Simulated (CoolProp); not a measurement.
Vapour pressure (kPa) of n-decane: the reference equation beside estimates from Tc = 617.7 K, pc = 2101 kPa, ω = 0.488. Clausius-Clapeyron is anchored at 357.2 K with a constant enthalpy of vaporisation of 46.77 kJ/mol.

Model: reference Helmholtz-energy equation of state, Lemmon 2006, in CoolProp. It is a short technical equation, of lower accuracy than the large ones.

| T (K) | reference | Lee-Kesler | Clausius-Clapeyron | Redlich-Kwong |
|---|---|---|---|---|
| 282.5 | 0.05699 | 0.05516 | 0.07601 | 1.259 |
| 295 | 0.1460 | 0.1405 | 0.1767 | 2.454 |
| 307.4 | 0.3387 | 0.3253 | 0.3815 | 4.445 |
| 319.8 | 0.7256 | 0.6972 | 0.7756 | 7.595 |
| 332.3 | 1.458 | 1.404 | 1.503 | 12.39 |
| 344.7 | 2.738 | 2.646 | 2.764 | 19.25 |
| 357.2 | 4.892 | 4.751 | 4.892 | 28.90 |
| 369.6 | 8.294 | 8.096 | 8.299 | 41.80 |
| 382 | 13.48 | 13.22 | 13.60 | 58.70 |
| 394.5 | 21.15 | 20.87 | 21.69 | 80.52 |
| 406.9 | 31.99 | 31.70 | 33.49 | 107.6 |
| 419.4 | 47.07 | 46.85 | 50.57 | 141.3 |

Absolute difference from the reference over all 12 rows, mean and median: Lee-Kesler 2.7 and 3.0 %, Clausius-Clapeyron 7.8 and 3.9 %, Redlich-Kwong 762.4 and 546.9 %.
